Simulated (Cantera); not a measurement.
A perfectly stirred reactor is fed with 5.59 % H2, 3.50 % O2, 90.9 % N2, at 100000 Pa; it is held at 1325 K, and followed from long to short residence time.

Computed with Cantera and the H2/O2 subset of GRI-Mech 3.0, which has no nitrogen chemistry. The temperature is held fixed by assumption; the heat of reaction is taken as removed at once.

### Question
Predict: x(H2) at τ = 0.960 s; x(O2) at τ = 0.960 s; x(H) at τ = 0.960 s; x(HO2) at τ = 0.960 s; x(H2O) at τ = 0.960 s; x(H2) at τ = 13.0 ms; x(O2) at τ = 13.0 ms; x(H) at τ = 13.0 ms; x(HO2) at τ = 13.0 ms; x(H2O) at τ = 13.0 ms.

### Answer
- x(H2) at τ = 0.960 s = 8.24e-5
- x(O2) at τ = 0.960 s = 0.00720
- x(H) at τ = 0.960 s = 7.63e-6
- x(HO2) at τ = 0.960 s = 8.97e-7
- x(H2O) at τ = 0.960 s = 0.0574
- x(H2) at τ = 13.0 ms = 0.00124
- x(O2) at τ = 13.0 ms = 0.00770
- x(H) at τ = 13.0 ms = 0.000473
- x(HO2) at τ = 13.0 ms = 3.30e-6
- x(H2O) at τ = 13.0 ms = 0.0558
